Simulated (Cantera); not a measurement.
## Silicon oxide and oxynitride deposition: SiF₄ + O₃ + H₂ + O₂

Feed: 1 mol SiF₄, 0.81 mol O₃, 0.28 mol H₂, 2.1 mol O₂, equilibrated at 90.0 Torr.

These are equilibrium values from Cantera (NASA tables, ideal gas, pure condensed phases), not measurements of a reactor. Candidate condensed phases: H₂O, Si, SiO₂; 38 gas species. The tables hold silica as quartz up to 1696 K and as liquid above; real silica turns to tridymite and cristobalite and melts near 1996 K. Equilibrium is a limit: real reactors are often held back by kinetics, nucleation or transport.

From 698 K to 798 K the condensed part is SiO₂(α-quartz). From 898 K to 1598 K the condensed part is SiO₂(β-quartz). At 1698 K the condensed part is SiO₂(condensed). The main Si-bearing gas is SiF₄ throughout. The share of Si in condensed phases is highest at 1698 K (13.6 %) and lowest at 698 K (4.6 %).

```csv
T (K),x O₂,x SiF₄,x HF,x H₂O,x O,x OH,x F,x SiF₃,n SiO₂(α-quartz),n SiO₂(β-quartz),n SiO₂(condensed)
698,0.705,0.212,0.0406,0.0419,<1e-12,3.70e-11,<1e-12,<1e-12,0.0456,0,0
798,0.702,0.206,0.0612,0.0313,<1e-12,1.05e-9,<1e-12,<1e-12,0.0693,0,0
898,0.699,0.200,0.0795,0.0218,1.21e-11,1.34e-8,1.04e-12,<1e-12,0,0.0904,0
998,0.696,0.196,0.0933,0.0147,3.56e-10,9.73e-8,3.38e-11,<1e-12,0,0.106,0
1098,0.694,0.193,0.103,0.00993,5.71e-9,4.75e-7,5.85e-10,7.25e-12,0,0.117,0
1198,0.693,0.191,0.109,0.00681,5.77e-8,1.74e-6,6.32e-9,1.76e-10,0,0.124,0
1298,0.693,0.190,0.113,0.00481,4.10e-7,5.15e-6,4.75e-8,2.59e-9,0,0.129,0
1398,0.692,0.189,0.115,0.00350,2.20e-6,1.29e-5,2.69e-7,2.60e-8,0,0.132,0
1498,0.692,0.189,0.117,0.00264,9.47e-6,2.86e-5,1.21e-6,1.91e-7,0,0.134,0
1598,0.692,0.188,0.118,0.00204,3.40e-5,5.70e-5,4.51e-6,1.09e-6,0,0.135,0
1698,0.691,0.188,0.119,0.00162,0.000105,0.000104,1.44e-5,5.03e-6,0,0,0.136
```
x: gas mole fraction; n: condensed amount in mol.
